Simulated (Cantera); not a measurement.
Input: 1 mol CuO, 4.6 mol CO, 6.7 mol H₂, held at 1348.15 K and 1.00 mbar.

Cantera equilibrium calculation (NASA polynomials, part measured and part estimated; ideal gas, pure solids and liquids). Candidate condensed phases: C, C₆H₆, C₇H₈, C₈H₁₈, Cu, CuO, Cu(OH)₂, Cu₂O, H₂O; 113 gas species. Rates play no part.

Base state: H₂ 0.528, CO 0.383, H₂O 0.0645, CO₂ 0.0239, Cu 0.000470, H 5.33e-5 (mole fractions); condensed: Cu(s).

### Question
What changes in the equilibrium state with this change: CO from 4.6 to 12 mol?

### Answer
```tsv
species	before	after
CO	0.383	0.615
H₂	0.528	0.331
H₂O	0.0645	0.0274
CO₂	0.0239	0.0260
Cu	0.000470	0.000470
H	5.33e-5	4.22e-5
Cu(s), mol	0.995	0.991
```

### Question
What changes in the equilibrium state with this change: temperature from 1348.15 K to 973 K?

### Answer
| species | before | after |
|---|---|---|
| H₂ | 0.528 | 0.550 |
| CO | 0.383 | 0.362 |
| CO₂ | 0.0239 | 0.0455 |
| H₂O | 0.0645 | 0.0430 |
| Cu | 0.000470 | 5.13e-9 |
| H | 5.33e-5 | 2.54e-8 |
| Cu(s), mol | 0.995 | 1.00 |

### Question
What changes in the equilibrium state with this change: H₂ from 6.7 to 20 mol?

### Answer
| species | before | after |
|---|---|---|
| H₂ | 0.528 | 0.776 |
| CO | 0.383 | 0.183 |
| H₂O | 0.0645 | 0.0363 |
| CO₂ | 0.0239 | 0.00436 |
| Cu | 0.000470 | 0.000470 |
| H | 5.33e-5 | 6.46e-5 |
| Cu(s), mol | 0.995 | 0.988 |
